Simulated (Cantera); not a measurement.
Mixture: 5.95 % CH4, 0.595 % H2, 19.7 % O2, 73.8 % N2, at 263 Torr, adiabatic and at constant volume. Ignition delay is the time to a rise of 400 K.

Computed with Cantera and GRI-Mech 3.0 (53 species, 325 reactions).

Q: Predict: delay at 1000 K; delay at 1200 K; delay at 1400 K; delay at 1600 K; delay at 1800 K; apparent activation energy between 1600 and 1800 K.

A: 
```json
{
  "delay at 1000 K": "0.372 s",
  "delay at 1200 K": "27.8 ms",
  "delay at 1400 K": "3.24 ms",
  "delay at 1600 K": "0.725 ms",
  "delay at 1800 K": "0.230 ms",
  "apparent activation energy between 1600 and 1800 K": "140 kJ/mol"
}
```
